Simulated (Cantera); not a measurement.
Input: 1 mol B2O3, 0.22 mol O2, 0.23 mol N2, at 1773 K and 49.0 mbar.

Cantera equilibrium calculation (NASA polynomials, part measured and part estimated; ideal gas, pure solids and liquids). Candidate condensed phases: B, BN, B2O3; 17 gas species. The numbers say what is thermodynamically allowed, not how fast it happens.

Base state: N2 0.483, O2 0.460, B2O3 0.0478, BO2 0.00481, NO 0.00439, O 0.000288 (mole fractions); condensed: B2O3(l).

### Question
What changes in the equilibrium state with this change: temperature from 1773 K to 2400 K?

### Answer
| species | before | after |
|---|---|---|
| B2O3 | 0.0478 | 0.593 |
| N2 | 0.483 | 0.149 |
| BO2 | 0.00481 | 0.130 |
| O2 | 0.460 | 0.105 |
| O | 0.000288 | 0.0127 |
| B2O2 | 3.96e-9 | 8.62e-5 |
| BO | 7.43e-7 | 0.00539 |
| B2O3(l), mol | 0.976 | 0 |

### Question
What changes in the equilibrium state with this change: 0.0026 mol H2 added?

### Answer
```csv
species,before,after
N2,0.483,0.479
O2,0.460,0.454
B2O3,0.0478,0.0478
HBO2,0,0.0105
H2O,0,0.000161
OH,0,6.04e-5
NO,0.00439,0.00434
O,0.000288,0.000286
BO2,0.00481,0.00479
"B2O3(l), mol",0.976,0.973
```
Further candidate phases: B3O3H3, H2O.
